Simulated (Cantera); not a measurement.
Input (Python, Cantera) and output of one run.

```python
import numpy as np
import cantera as ct

gas_names = """
    H HNO HNO2 HNO3 HO2 H2 H2O H2O2 N NH NH2 NH3 NH2OH NO NO2 NO3 N2 N2H2 N2H4 N2O O OH O2 O3 Si SiH
    SiH2 SiH3 SiH4 SiN SiO SiO2 Si2 Si2N Si3
""".split()
cond_names = """
    H2O(s) H2O(L) Si(cr) Si(L) SiO2(Lqz) SiO2(hqz) SiO2(L) Si2N2O(s) Si3N4(a)
""".split()


# ... load() reads the species with a 1 bar reference pressure and builds the phases ...
atoms = {
    'SiO2': {'Si': 1, 'O': 2},
    'H2': {'H': 2},
    'N2': {'N': 2},
}
top_T = {'Si2N2O(s)': 2100, 'Si3N4(a)': 2400}  # K; cautious upper limits of use, not melting points


# ... equilibrate(T, P, feed) seeds the gas with the atoms and calls Mixture.equilibrate('TP', solver="vcs", rtol=1e-11, max_steps=5000) ...
results = []
feed = {'SiO2': 1, 'H2': 1, 'N2': 0.42}  # mol
P = 820  # Pa
for T in [1573, 1598, 1623, 1648, 1673, 1698, 1723, 1748, 1773, 1798, 1823, 1848, 1873]:
    mix = equilibrate(T, P, feed)
    results.append((T, P, feed, dict(zip(mix.species_names, mix.species_moles))))

top = {s: max(r[3][s] / sum(r[3][g] for g in gas_names) for r in results) for s in gas_names}
cols = sorted((s for s in top if top[s] > 1e-05), key=lambda s: -top[s])[:8]
seen = [c for c in cond_names if any(r[3].get(c, 0) > 1e-12 for r in results)]
print("log10 of partial pressures in bar; condensed amounts in mol")
print(f"{'T/K':>10s}" + "".join(f"{s[:9]:>10s}" for s in cols + seen))
for T, P, feed, n in results:
    ng = sum(n[g] for g in gas_names)
    print(f"{T:10.4g}" + "".join(f"{np.log10(max(n[s] / ng * P / 1e5, 1e-99)):10.3f}" for s in cols)
          + "".join(f"{n.get(c, 0):10.4g}" for c in seen))
```

Result:

```
log10 of partial pressures in bar; condensed amounts in mol
       T/K        H2        N2       SiO       H2O         H        OH SiO2(hqz)   SiO2(L)
      1573    -2.240    -2.616    -5.066    -5.066    -5.511    -9.780    0.9985         0
      1598    -2.240    -2.616    -4.927    -4.927    -5.394    -9.490    0.9979         0
      1623    -2.241    -2.616    -4.791    -4.791    -5.281    -9.209    0.9972         0
      1648    -2.242    -2.617    -4.660    -4.660    -5.171    -8.937    0.9962         0
      1673    -2.243    -2.617    -4.534    -4.534    -5.065    -8.674    0.9949         0
      1698    -2.244    -2.618    -4.411    -4.411    -4.962    -8.418         0    0.9932
      1723    -2.246    -2.618    -4.294    -4.294    -4.862    -8.171         0    0.9911
      1748    -2.248    -2.619    -4.181    -4.181    -4.765    -7.932         0    0.9885
      1773    -2.251    -2.620    -4.071    -4.071    -4.671    -7.699         0    0.9851
      1798    -2.254    -2.622    -3.965    -3.965    -4.581    -7.474         0    0.9809
      1823    -2.259    -2.623    -3.862    -3.863    -4.493    -7.254         0    0.9758
      1848    -2.264    -2.626    -3.763    -3.764    -4.407    -7.041         0    0.9694
      1873    -2.270    -2.628    -3.668    -3.668    -4.325    -6.833         0    0.9617
```

These are equilibrium values from Cantera (NASA tables, ideal gas, pure condensed phases), not measurements of a reactor. The tables hold silica as quartz up to 1696 K and as liquid above; real silica turns to tridymite and cristobalite and melts near 1996 K.
